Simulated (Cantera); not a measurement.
# Transport properties of process gases

Gas mixture: N2O = 0.26 (molar parts), at 4.93 atm, frozen composition.

Cantera's kinetic-theory transport with the Lennard-Jones parameters of GRI-Mech 3.0, ideal gas; thermal conductivity in the multicomponent form. The composition is frozen, though it would react at the higher temperatures.

```
T (K)  ρ (kg/m³)  cp (J/kg/K)  μ (µPa s)  λ (mW/m/K)     Pr  D (cm²/s) CO2  D (cm²/s) NO  D (cm²/s) OH
-----  ---------  -----------  ---------  ----------  -----  -------------  ------------  ------------
400         6.62        970.3       19.5        25.3  0.746         0.0389        0.0523        0.0832
650         4.07         1127       29.1        44.1  0.744         0.0947         0.122         0.194
900         2.94         1227       37.1        61.4  0.741          0.168         0.213         0.336
1150        2.30         1285       44.1        76.8  0.738          0.256         0.322         0.507
1400        1.89         1327       50.5        91.0  0.736          0.358         0.448         0.705
1650        1.60         1359       56.4         104  0.734          0.472         0.589         0.926
1900        1.39         1384       61.9         117  0.733          0.598         0.745          1.17
2150        1.23         1402       67.2         129  0.732          0.736         0.915          1.44
```
D: mixture-averaged diffusion coefficient of that species in the mixture.
